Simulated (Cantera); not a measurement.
Charge: 1 mol Si₂H₆, 0.3 mol NO, at 7.40 Pa.

Method: chemical equilibrium by Gibbs-energy minimisation in Cantera with the NASA 1993 tables (ideal gas, pure condensed phases). Candidate condensed phases: H₂O, Si, SiO₂, Si₂N₂O, Si₃N₄; 35 gas species. The feed counts by its element totals alone. Rates play no part. All values below are at 1573 K.

Base state: H₂ 0.865, SiO 0.0867, N₂ 0.0433, H 0.00440, Si 0.000743, SiH 1.43e-5 (mole fractions); condensed: Si(s).

Problem. What changes in the equilibrium state with this change: Si₂H₆ replaced by SiH₂Cl₂?

Solution. 
```tsv
species	before	after
H₂	0.865	0.285
SiCl₂	0	0.283
HCl	0	0.242
N₂	0.0433	0.0611
SiO	0.0867	0.122
SiCl₃	0	0.00176
Cl	0	0.00170
Si(s), mol	1.70	0
```
The tables' values for SiCl₃, SiCl are old estimates; treat these amounts as uncertain. Further candidate phases: NH₄Cl.
